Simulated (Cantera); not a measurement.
A freely propagating, adiabatic, planar premixed flame of CH4 : O2 : N2 : CO2 = 1 : 2.11 : 7.37 : 0.94 (molar parts), equivalence ratio 0.95, unburnt at 375 K and 0.470 bar; mixture-averaged transport, grid criteria slope 0.08 and curve 0.16, no radiation.

Computed with Cantera and GRI-Mech 3.0 (53 species, 325 reactions). Burning velocities carry a grid error of a few per cent, more on coarse grids.

Q: Predict: laminar burning velocity; thermal thickness; peak x(HO2); peak x(CH3); peak x(C2H2).

A: 
```
Item                         Result
------------------------  ---------
laminar burning velocity  44.4 cm/s
thermal thickness          0.980 mm
peak x(HO2)                0.000125
peak x(CH3)                 0.00160
peak x(C2H2)                5.00e-5
```
